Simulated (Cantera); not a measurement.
Gas mixture: 100 % O2, at 195 Torr, frozen composition.

Cantera's kinetic-theory transport with the Lennard-Jones parameters of GRI-Mech 3.0, ideal gas; thermal conductivity in the mixture-averaged form.

One state of this run: ρ (kg/m³) = 0.143; cp (J/kg/K) = 1031; μ (µPa s) = 37.8; λ (mW/m/K) = 55.0; Pr = 0.709; D (cm²/s) H = 21.7; D (cm²/s) NH3 = 4.17; D (cm²/s) CH4 = 3.85. D: mixture-averaged diffusion coefficient of that species in the mixture.

Question: Which value of T (K) does it belong to?
A) 550
B) 700
C) 400
D) 1000

Answer: B, 700
